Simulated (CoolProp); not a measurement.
Properties of fluorine at several states (Tc = -128.7 °C, pc = 5240 kPa, ω = 0.045).

Model: reference Helmholtz-energy equation of state, de Reuck 1990, in CoolProp.

| T (°C) | p (kPa) | phase | density (kg/m³) | cp (kJ/(kg K)) | isothermal compressibility (1/MPa) | fugacity coefficient |
|---|---|---|---|---|---|---|
| -100.35 | 8740 | supercritical | 365.8 | 1.997 | 0.1816 | 0.7092 |
| -162.15 | 20000 | liquid | 1385 | 1.483 | 0.002572 | 0.07369 |
| -37.95 | 1550 | gas | 30.70 | 0.8252 | 0.6578 | 0.9812 |
